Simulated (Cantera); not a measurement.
Charge: 1 mol SiHCl3, 0.88 mol C2H2, 400 mol H2, equilibrated at 1425 K and 140 Pa.

Cantera equilibrium calculation (NASA polynomials, part measured and part estimated; ideal gas, pure solids and liquids). Candidate condensed phases: C, C6H6, C7H8, C8H18, Si, SiC; 109 gas species. The numbers say what is thermodynamically allowed, not how fast it happens.

Base state: H2 0.992, HCl 0.00744, H 0.000182 (mole fractions); condensed: C(graphite) + SiC(s).

Problem. What changes in the equilibrium state with this change: pressure from 140 Pa to 61000 Pa?

Solution. 
```tsv
species	before	after
H2	0.992	0.991
HCl	0.00744	0.00746
CH4	5.19e-6	0.00188
H	0.000182	8.69e-6
C(graphite), mol	0.755	0
SiC(s), mol	1.000	1.000
```
